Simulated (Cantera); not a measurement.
An adiabatic, constant-pressure homogeneous reactor starts with CH₄ : O₂ : N₂ : H₂O = 1 : 6.45 : 24.3 : 0.72 (molar parts), equivalence ratio 0.31, at 1700 K and 1.00 bar. Integrator tolerance rtol = 1e-08.

Computed with Cantera and GRI-Mech 3.0 (53 species, 325 reactions).

| quantity | before | after |
|---|---|---|
| time of steepest temperature rise | 0.193 ms | 0.239 ms |
| temperature at 0.600 s | 2279 K | 2161 K |
| equilibrium temperature | 2279 K | 2158 K |
| x(CH₄) at 0.600 s | <1e-12 (gas-phase equilibrium <1e-12) | <1e-12 (gas-phase equilibrium <1e-12) |
| x(O₂) at 0.600 s | 0.129 (gas-phase equilibrium 0.129) | 0.0989 (gas-phase equilibrium 0.0982) |
| x(H₂O) at 0.600 s | 0.0803 (gas-phase equilibrium 0.0803) | 0.0613 (gas-phase equilibrium 0.0614) |
| x(CH₂) at 0.600 s | <1e-12 (gas-phase equilibrium <1e-12) | <1e-12 (gas-phase equilibrium <1e-12) |
| x(H₂) at 0.600 s | 0.000413 (gas-phase equilibrium 0.000413) | 0.000175 (gas-phase equilibrium 0.000173) |

Name the change that produced these shifts.
(A) CH4 1 to 0.38 parts
(B) N2 24.3 to 35 parts
(C) initial temperature 1700 to 1625 K
(D) initial temperature 1700 to 1250 K

B, N2 24.3 to 35 parts
